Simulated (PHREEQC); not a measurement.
1 kg of water holding 0.011 mol/kgw K2CO3 and 0.0066 mol/kgw KCl is evaporated at 25 °C; the solids stay in contact with the brine. The system is closed to CO2. The run lets Kalicinite, Sylvite precipitate or redissolve, and no other solid.

Base run: PHREEQC, Pitzer model, pitzer.dat. Each further column changes one thing. The table gives ionic strength.

```
H2O removed (mol)    base  temperature from 25 to 75 °C  temperature from 25 to 5 °C
-----------------  ------  ----------------------------  ---------------------------
0                  0.0384                             …                       0.0389
24.69              0.0697                             …                       0.0704
41.44               0.154                         0.149                        0.155
47.7                0.279                         0.272                        0.280
51.94               0.613                             …                        0.615
53.53                1.11                          1.09                         1.11
54.41                1.99                          1.98                         2.00
55.01                4.37                             …                         4.38
55.23                7.86                          7.77                         7.88
```

Q: Complete the blanks.

A: 
- 0, temperature from 25 to 75 °C: 0.0359
- 24.69, temperature from 25 to 75 °C: 0.0663
- 51.94, temperature from 25 to 75 °C: 0.604
- 55.01, temperature from 25 to 75 °C: 4.33

 Constants without temperature data keep their 25 °C values here.
